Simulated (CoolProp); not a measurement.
Computed with CoolProp (reference Helmholtz-energy equation of state, Fiedler 2023).

Problem. For tetrahydrofuran, give the phase and the cp (kJ/(kg K)), fugacity coefficient at 179.4 K and 450 kPa; 253 K and 450 kPa; 289.7 K and 450 kPa.

Solution. 
- 179.4 K and 450 kPa: liquid; cp 1.48, fugacity coefficient 3.49e-6
- 253 K and 450 kPa: liquid; cp 1.58, fugacity coefficient 0.00438
- 289.7 K and 450 kPa: liquid; cp 1.69, fugacity coefficient 0.0330
